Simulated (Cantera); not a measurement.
An adiabatic, constant-volume homogeneous reactor starts with 8.11 % C3H8, 19.3 % O2, 72.6 % N2, at 1300 K and 1.01 bar.

Computed with Cantera and GRI-Mech 3.0 (53 species, 325 reactions). GRI-Mech 3.0 was tuned for natural gas; its chemistry of propane as a main component is partial and can be far from experiment.

x: mole fraction; the columns are a selection and need not sum to one.

| t (s) | T (K) | P (bar) | x C3H8 | x O2 | x OH | x C2H | x O | x CO2 | x NO |
|---|---|---|---|---|---|---|---|---|---|
| 2.00e-6 | 1300 | 1.01 | 0.0811 | 0.193 | 2.84e-8 | <1e-12 | 1.15e-8 | 1.41e-11 | <1e-12 |
| 4.78e-6 | 1300 | 1.01 | 0.0811 | 0.193 | 6.28e-8 | <1e-12 | 1.89e-8 | 2.19e-10 | <1e-12 |
| 1.14e-5 | 1299 | 1.01 | 0.0810 | 0.193 | 1.94e-7 | <1e-12 | 2.81e-8 | 3.61e-9 | <1e-12 |
| 2.74e-5 | 1299 | 1.01 | 0.0808 | 0.193 | 6.92e-7 | <1e-12 | 5.59e-8 | 7.28e-8 | <1e-12 |
| 6.54e-5 | 1298 | 1.01 | 0.0800 | 0.192 | ? | <1e-12 | ? | ? | <1e-12 |
| 0.000156 | 1298 | 1.02 | 0.0779 | 0.191 | 1.13e-6 | <1e-12 | 1.02e-7 | 3.33e-6 | <1e-12 |
| 0.000374 | 1301 | 1.02 | 0.0722 | 0.188 | 1.65e-6 | 1.15e-12 | 1.66e-7 | 1.15e-5 | <1e-12 |
| 0.000894 | 1395 | 1.15 | 0.0363 | 0.159 | 3.29e-5 | 1.43e-9 | 5.12e-6 | 0.000235 | 2.67e-11 |
| 0.00214 | 2681 | 2.72 | <1e-12 | 2.51e-5 | 0.00191 | <1e-12 | 0.000102 | 0.0156 | 0.000374 |
| 0.00511 | 2682 | 2.72 | <1e-12 | 2.52e-5 | 0.00192 | <1e-12 | 0.000102 | 0.0156 | 0.000290 |
| 0.0122 | 2682 | 2.72 | <1e-12 | 2.52e-5 | 0.00192 | <1e-12 | 0.000102 | 0.0156 | 0.000286 |
| 0.0292 | 2682 | 2.72 | <1e-12 | 2.52e-5 | 0.00192 | <1e-12 | 0.000102 | 0.0156 | 0.000286 |
| 0.0699 | 2682 | 2.72 | <1e-12 | 2.52e-5 | 0.00192 | <1e-12 | 0.000102 | 0.0156 | 0.000286 |
| 0.167 | 2682 | 2.72 | <1e-12 | 2.52e-5 | 0.00192 | <1e-12 | 0.000102 | 0.0156 | 0.000286 |
| 0.400 | 2682 | 2.72 | <1e-12 | 2.52e-5 | 0.00192 | <1e-12 | 0.000102 | 0.0156 | 0.000286 |

Complete the blanks.


- 6.54e-5, x OH: 1.02e-6
- 6.54e-5, x O: 8.37e-8
- 6.54e-5, x CO2: 7.96e-7
